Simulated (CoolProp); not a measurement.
Vapour-liquid equilibrium of R22 (1) + c-C4F8 (RC318) (2) at 260 K; x and y are mole fractions of (1).

Model: multi-fluid Helmholtz-energy mixture model, Kamei 1995 and Platzer 1990; pair parameters Bell 2016, in CoolProp. This equation is an older, rougher fit; its heat capacities, sound speeds and derivatives of the liquid may be far off and weren't checked against measurements.

Q: Give the bubble pressure and the first vapour's composition at x = 0.35, 0.45, 0.85. Is there an azeotrope?

A: x = 0.35: 0.2011 MPa, y = 0.772; x = 0.45: 0.2384 MPa, y = 0.832; x = 0.85: 0.3032 MPa, y = 0.927. No azeotrope shows between x = 0.05 and 0.95.

The pair parameters rest on a limited set of measurements; away from them the model extrapolates. The gap from Raoult's law changes sign with composition, which may be real or a fault of the pair parameters; it wasn't checked against measurements.
